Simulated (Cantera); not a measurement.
**Thermodynamics of abatement and gas-phase synthesis, feed NF3 + H2O + N2**

Charge: 1 mol NF3, 0.76 mol H2O, 41 mol N2, at 2548.15 K and 133 Pa.

These are equilibrium values from Cantera (NASA tables, ideal gas, pure condensed phases), not measurements of a reactor. Candidate condensed phases: H2O; 40 gas species. Equilibrium is a limit: real reactors are often held back by kinetics, nucleation or transport.

| Item | Value |
|---|---|
| x(N2) | 0.916 |
| x(F) | 0.0343 |
| x(HF) | 0.0319 |
| x(O) | 0.0137 |
| x(NO) | 0.00160 |
| x(H) | 0.00158 |
| x(O2) | 0.000743 |
| x(OH) | 4.60e-5 |
| x(N) | 1.19e-5 |
| gas amount | 45.26 mol |
